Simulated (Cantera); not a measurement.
Feed: 1 mol BaF₂, 0.55 mol HF, 98 mol H₂, held at 0.160 bar.

Equilibrium computed with Cantera from the NASA thermochemical tables; the gas is ideal and each condensed phase is pure. Candidate condensed phases: Ba, BaF₂; 14 gas species. Rates play no part. All values below are at 1423 K.

Base state: H₂ 0.994, HF 0.00558, BaF₂ 4.11e-5, H 1.66e-5 (mole fractions); condensed: BaF₂(s).

### Question
What changes in the equilibrium state with this change: pressure from 0.160 bar to 10.0 Pa?

### Answer
| species | before | after |
|---|---|---|
| H₂ | 0.994 | 0.983 |
| BaF₂ | 4.11e-5 | 0.00895 |
| HF | 0.00558 | 0.00661 |
| BaF | 1.48e-7 | 0.00108 |
| H | 1.66e-5 | 0.000658 |
| BaF₂(s), mol | 0.996 | 0 |
